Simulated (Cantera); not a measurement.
# Ignition delay

Mixture: CO : H2 : CH4 : O2 : N2 = 1 : 0.058 : 0.13 : 1.52 : 5.71 (molar parts), equivalence ratio 0.52, at 1.00 bar, adiabatic and at constant pressure. Ignition delay is the time to a rise of 400 K.

Detailed kinetics in Cantera: GRI-Mech 3.0 (53 species, 325 reactions). Below about 1000 K GRI-Mech 3.0 lacks low-temperature oxidation paths.

```json
[
 {"T0 (K)": "950", "delay (ms)": "16.9"},
 {"T0 (K)": "1050", "delay (ms)": "2.83"},
 {"T0 (K)": "1150", "delay (ms)": "0.922"},
 {"T0 (K)": "1250", "delay (ms)": "0.434"},
 {"T0 (K)": "1350", "delay (ms)": "0.260"},
 {"T0 (K)": "1450", "delay (ms)": "0.180"}
]
```

```
Quantity                                                Value
--------------------------------------------------  ---------
apparent activation energy between 1250 and 1450 K  66 kJ/mol
```
